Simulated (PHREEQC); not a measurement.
1 kg of water holding 0.068 mol/kgw NaCl and 0.18 mol/kgw KCl is evaporated at 90 °C; the solids stay in contact with the brine. No CO2 enters from the air. Only these solids could form: Halite, Sylvite.

Computed with PHREEQC (Pitzer model, pitzer.dat).

```
water left (kg)  ionic strength  water activity  Sylvite (mol)  Halite (mol)  Na in solution (mol/kgw)
---------------  --------------  --------------  -------------  ------------  ------------------------
1                         0.248           0.992              0             0                    0.0680
0.8219                    0.302           0.990              0             0                    0.0827
0.5552                    0.447               …              0             0                     0.122
0.4563                    0.543           0.983              0             0                     0.149
0.375                     0.661               …              0             0                     0.181
0.3082                    0.805           0.974              0             0                         …
0.2082                     1.19           0.962              0             0                     0.327
0.1711                     1.45           0.953              0             0                     0.397
0.1407                     1.76           0.943              0             0                     0.483
0.09502                    2.61           0.914              0             0                     0.716
0.07809                    3.18           0.894              0             0                     0.871
0.06418                    3.86           0.870              0             0                      1.06
0.05275                    4.70           0.840              0             0                      1.29
0.03564                    6.96           0.760              0             0                      1.91
0.0293                     7.96           0.725              …             0                      2.32
0.02407                    8.17               …         0.0512             0                      2.82
0.01627                    8.80           0.688          0.105             0                      4.18
0.01337                    9.08           0.676          0.122       0.00489                      4.72
0.01099                    9.08           0.676          0.132        0.0161                      4.72
0.00903                    9.08           0.676              …        0.0254                      4.72
0.006093                   9.08           0.676          0.153        0.0392                      4.72
0.005012                   9.08           0.676          0.158        0.0443                      4.72
```

What belongs in the gaps?


- 0.5552, water activity: 0.986
- 0.375, water activity: 0.979
- 0.3082, Na in solution (mol/kgw): 0.221
- 0.0293, Sylvite (mol): 0.0147
- 0.02407, water activity: 0.715
- 0.00903, Sylvite (mol): 0.141

Constants without temperature data keep their 25 °C values here.
